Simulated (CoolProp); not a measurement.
Ammonia along the isotherm 6.25 °C: density (kg/m³) from the reference equation and from simpler models built on Tc = 132.4 °C, pc = 11360 kPa, ω = 0.256; each cubic takes its own stable root.

Computed with CoolProp (reference Helmholtz-energy equation of state, Gao 2020).

```
p (kPa)   phase  reference  van der Waals  Peng-Robinson
-------  ------  ---------  -------------  -------------
1220     liquid      630.6          9.746              ?
2440     liquid          ?          331.1              ?
3650     liquid          ?          332.6          567.5
4870     liquid      633.3          334.1          568.3
6090     liquid      634.1          335.5          569.1
7310     liquid      635.0          336.8          569.9
8520     liquid      635.9          338.0          570.6
9740     liquid      636.7          339.3          571.4
11000    liquid      637.6          340.5          572.2
12200    liquid      638.4              ?          572.9
13400    liquid          ?          342.7          573.6
14600    liquid      640.0              ?          574.3
15800    liquid      640.8          344.8          575.0
17000    liquid      641.6          345.8          575.7
```

Q: Some entries are withheld; supply them.

A: 
- 1220, Peng-Robinson: 565.8
- 2440, reference: 631.5
- 2440, Peng-Robinson: 566.7
- 3650, reference: 632.4
- 12200, van der Waals: 341.6
- 13400, reference: 639.2
- 14600, van der Waals: 343.7

At some of these states van der Waals gives the other phase, because its saturation line lies elsewhere.
